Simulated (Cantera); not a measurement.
A closed system holds: 1 mol CH₃SiCl₃, a varied amount of C₂H₄, 1800 mol H₂, at 1448.15 K and 13300 Pa.

Equilibrium computed with Cantera from the NASA thermochemical tables; the gas is ideal and each condensed phase is pure. Candidate condensed phases: C, C₆H₆, C₇H₈, C₈H₁₈, Si, SiC; 109 gas species. The feed counts by its element totals alone. Kinetics and transport are ignored.

x: gas mole fraction; n: condensed amount in mol.

```tsv
n(C₂H₄) (mol)	x H₂	x HCl	x CH₄	x H	x C₂H₂ (acetylene)	n SiC(s)	n C(graphite)
0.058	0.998	0.00166	[?]	2.53e-5	1.01e-7	0.999	0
0.11	0.998	0.00166	[?]	2.53e-5	3.57e-7	1.000	0
0.17	0.998	0.00166	[?]	2.53e-5	8.46e-7	1.000	0
0.22	0.998	0.00166	[?]	2.53e-5	1.41e-6	1.000	0
0.28	0.998	0.00166	[?]	2.53e-5	2.27e-6	1.000	0
0.33	0.998	0.00166	[?]	2.53e-5	3.13e-6	1.000	0
0.38	0.998	0.00166	0.000413	2.53e-5	4.13e-6	1.000	0
0.44	0.998	0.00166	0.000443	2.53e-5	4.75e-6	1.000	0.0634
0.49	0.998	0.00166	0.000443	2.53e-5	4.75e-6	1.000	0.163
0.55	0.998	0.00166	0.000443	2.53e-5	4.75e-6	1.000	0.283
```

Question: Complete the blanks.

Answer: 
- 0.058, x CH₄: 6.45e-5
- 0.11, x CH₄: 0.000121
- 0.17, x CH₄: 0.000187
- 0.22, x CH₄: 0.000241
- 0.28, x CH₄: 0.000306
- 0.33, x CH₄: 0.000359
